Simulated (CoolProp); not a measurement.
Vapour-liquid equilibrium of ethane (1) + C2F6 (R116) (2) at 0.508 MPa; x and y are mole fractions of (1).

Computed with CoolProp (multi-fluid Helmholtz-energy mixture model, Bücker 2006 and Lemmon 2006; pair parameters Bell 2016).

```tsv
x	bubble temperature (K)	y at the bubble point	dew temperature at overall composition x (K)	liquid density (mol/L)
0.05	228.2	0.141	230.3	10.61
0.125	224.1	0.308	228.6	11.00
0.2	220.9	0.426	226.8	11.37
0.275	218.7	0.508	224.9	11.73
0.35	217.2	0.563	223.0	12.08
0.425	216.3	0.602	221.0	12.45
0.5	215.7	0.630	218.9	12.84
0.575	215.5	0.651	216.9	13.26
0.65	215.3	0.671	215.5	13.73
0.725	215.4	0.693	215.6	14.25
0.8	215.6	0.724	216.8	14.82
0.875	216.4	0.777	218.2	15.43
0.95	218.3	0.877	219.8	16.06
```

y crosses x between x = 0.65 and 0.725: the model has an azeotrope there.

Pair parameters are fitted to limited data, so mixtures are less certain than the pure fluids. With so large a gap from Raoult's law the liquid may split in two, which this calculation doesn't test in full.
